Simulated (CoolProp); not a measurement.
Vapour-liquid equilibrium of R1234yf (1) + R1234ze(E) (2) at 257.1 K; x and y are mole fractions of (1).

Values from CoolProp's multi-fluid Helmholtz-energy mixture model, Lemmon 2022 and Thol 2016; pair parameters Bell 2022.

| x | bubble pressure (MPa) | y at the bubble point | dew pressure at overall composition x (MPa) | liquid density (mol/L) |
|---|---|---|---|---|
| 0.05 | 0.1185 | 0.077 | 0.1172 | 11.25 |
| 0.125 | 0.1237 | 0.183 | 0.1208 | 11.21 |
| 0.2 | 0.1286 | 0.278 | 0.1246 | 11.17 |
| 0.275 | 0.1334 | 0.366 | 0.1285 | 11.13 |
| 0.35 | 0.1381 | 0.448 | 0.1325 | 11.09 |
| 0.425 | 0.1426 | 0.524 | 0.1367 | 11.05 |
| 0.5 | 0.1471 | 0.597 | 0.1411 | 11.01 |
| 0.575 | 0.1515 | 0.665 | 0.1457 | 10.97 |
| 0.65 | 0.1559 | 0.731 | 0.1505 | 10.93 |
| 0.725 | 0.1602 | 0.793 | 0.1555 | 10.89 |
| 0.8 | 0.1646 | 0.853 | 0.1607 | 10.85 |
| 0.875 | 0.1690 | 0.910 | 0.1663 | 10.81 |
| 0.95 | 0.1734 | 0.965 | 0.1722 | 10.77 |

No azeotrope shows between x = 0.05 and 0.95.

The pair parameters rest on a limited set of measurements; away from them the model extrapolates.
